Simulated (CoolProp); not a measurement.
Ethanol along the isobar 2.82 bar: Z from the reference equation and from simpler models built on Tc = 514.7 K, pc = 62.68 bar, ω = 0.644; each cubic takes its own stable root.

Computed with CoolProp (reference Helmholtz-energy equation of state, Schroeder 2014).

| T (K) | phase | reference |
|---|---|---|
| 308.1 | liquid | 0.006529 |
| 316.3 | liquid | 0.006420 |
| 324.5 | liquid | 0.006318 |
| 332.7 | liquid | 0.006223 |
| 340.9 | liquid | 0.006136 |
| 349.1 | liquid | 0.006056 |
| 357.3 | liquid | 0.005983 |
| 365.5 | liquid | 0.005918 |
| 373.7 | liquid | 0.005860 |

Task: How far does each simpler model (Redlich-Kwong, Soave-Redlich-Kwong, Peng-Robinson) lie from the reference over these 9 states: mean and median of the absolute difference, and the worst?

Result: 
- Redlich-Kwong: mean 8823.9 %, median 15380.8 %, worst +16304.4 % at 373.7 K and 2.82 bar
- Soave-Redlich-Kwong: mean 18.1 %, median 18.0 %, worst +19.1 % at 373.7 K and 2.82 bar
- Peng-Robinson: mean 4.8 %, median 4.6 %, worst +5.4 % at 373.7 K and 2.82 bar

At some of these states Redlich-Kwong gives the other phase, because its saturation line lies elsewhere.
